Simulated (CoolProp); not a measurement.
Saturated liquid density (kg/m³) of ethanol: the reference equation beside estimates from Tc = 241.6 °C, pc = 6.268 MPa, ω = 0.644. Rackett uses Z = 0.29056 − 0.08775 ω.

The numbers come from the reference Helmholtz-energy equation of state, Schroeder 2014 in CoolProp.

```tsv
T (°C)	reference	Rackett	van der Waals
57.85	756.0	850.5	403.3
64.35	749.9	841.2	399.4
70.95	743.7	831.5	395.4
77.45	737.4	821.8	391.3
84.05	730.8	811.9	387.1
90.65	724.0	801.7	382.8
97.15	717.1	791.5	378.5
103.75	709.9	781.0	373.9
110.25	702.5	770.4	369.4
```

Absolute difference from the reference over all 9 rows, mean and median: Rackett 11.1 and 11.1 %, van der Waals 47.0 and 47.0 %.
